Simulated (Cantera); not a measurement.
**Adiabatic ignition**

An adiabatic, constant-pressure homogeneous reactor starts with CH4 : C2H6 : C3H8 : O2 : N2 : H2O = 1 : 0.043 : 1.1 : 15.6 : 58.7 : 12 (molar parts), at 1750 K and 0.310 bar.

Model: GRI-Mech 3.0 (53 species, 325 reactions), integrated in Cantera. GRI-Mech 3.0 was tuned for natural gas; its chemistry of propane as a main component is partial and can be far from experiment.

| t (s) | T (K) | x CH4 | x C2H6 | x C3H8 | x H2O | x C2H4 |
|---|---|---|---|---|---|---|
| 1.00e-6 | 1747 | 0.0113 | 0.000480 | 0.0121 | 0.136 | 0.000111 |
| 4.27e-6 | 1736 | 0.0112 | 0.000452 | 0.0106 | 0.135 | 0.00133 |
| 1.82e-5 | 1730 | 0.0101 | 0.000497 | 0.00415 | 0.138 | 0.00708 |
| 7.77e-5 | 2093 | 3.59e-11 | <1e-12 | <1e-12 | 0.173 | <1e-12 |
| 0.000331 | 2206 | <1e-12 | <1e-12 | <1e-12 | 0.175 | <1e-12 |
| 0.00141 | 2375 | <1e-12 | <1e-12 | <1e-12 | 0.187 | <1e-12 |
| 0.00603 | 2418 | <1e-12 | <1e-12 | <1e-12 | 0.190 | <1e-12 |
| 0.0257 | 2414 | <1e-12 | <1e-12 | <1e-12 | 0.190 | <1e-12 |
| 0.110 | 2408 | <1e-12 | <1e-12 | <1e-12 | 0.191 | <1e-12 |
| 0.469 | 2406 | <1e-12 | <1e-12 | <1e-12 | 0.191 | <1e-12 |
| 2.00 | 2406 | <1e-12 | <1e-12 | <1e-12 | 0.191 | <1e-12 |
x: mole fraction; the columns are a selection and need not sum to one.

The time of steepest temperature rise is 42.0 µs and the temperature at 2.00 s is 2406 K. The equilibrium temperature is 2406 K, the x(CH4) at 2.00 s comes out as <1e-12 (gas-phase equilibrium <1e-12) and the x(C2H6) at 2.00 s is <1e-12 (gas-phase equilibrium <1e-12). The x(C3H8) at 2.00 s comes out as <1e-12 (gas-phase equilibrium <1e-12).
